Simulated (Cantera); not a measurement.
Cantera run:

```python
import numpy as np
import cantera as ct

gas_names = """
    H HO2 H2 H2O H2O2 O OH O2 O3 Si SiH SiH2 SiH3 SiH4 SiO SiO2 Si2 Si3
""".split()
cond_names = """
    H2O(s) H2O(L) Si(cr) Si(L) SiO2(Lqz) SiO2(hqz) SiO2(L)
""".split()


# ... load() reads the species with a 1 bar reference pressure and builds the phases ...
atoms = {
    'SiO2': {'Si': 1, 'O': 2},
    'H2': {'H': 2},
}
top_T = {}  # K; cautious upper limits of use, not melting points


# ... equilibrate(T, P, feed) seeds the gas with the atoms and calls Mixture.equilibrate('TP', solver="vcs", rtol=1e-11, max_steps=5000) ...
results = []
feed = {'SiO2': 1, 'H2': 220}  # mol
T = 2200  # K
P = 160  # Pa
mix = equilibrate(T, P, feed)
results.append((T, P, feed, dict(zip(mix.species_names, mix.species_moles))))
print(gas.report(threshold=1e-06))
for i in range(1, mix.n_phases):
    print(f"{mix.phase(i).name:16s} {mix.phase_moles(i):12.5e} mol")
```

It prints:

```
       temperature   2200 K
          pressure   160 Pa
           density   1.8629e-05 kg/m^3
  mean mol. weight   2.1298 kg/kmol
   phase of matter   gas

                          1 kg             1 kmol
                     ---------------   ---------------
          enthalpy        3.9639e+07        8.4423e+07  J
   internal energy        3.1051e+07        6.6131e+07  J
           entropy        1.1504e+05        2.4502e+05  J/K
    Gibbs function       -2.1346e+08       -4.5461e+08  J
 heat capacity c_p             15539             33094  J/K
 heat capacity c_v             11635             24779  J/K

                      mass frac. Y      mole frac. X     chem. pot. / RT
                     ---------------   ---------------   ---------------
                 H          0.061832           0.13064           -13.188
                H2           0.81491            0.8609           -26.376
               H2O          0.034954         0.0041323           -53.045
                 O        6.9526e-05        9.2553e-06           -26.669
                OH        0.00069878        8.7507e-05           -39.857
               SiO          0.087532         0.0042288           -47.401
     [  +12 minor]         4.905e-06        2.5859e-07

Si(L)             0.00000e+00 mol
SiO2(L)           0.00000e+00 mol
```

Method: chemical equilibrium by Gibbs-energy minimisation in Cantera with the NASA 1993 tables (ideal gas, pure condensed phases).
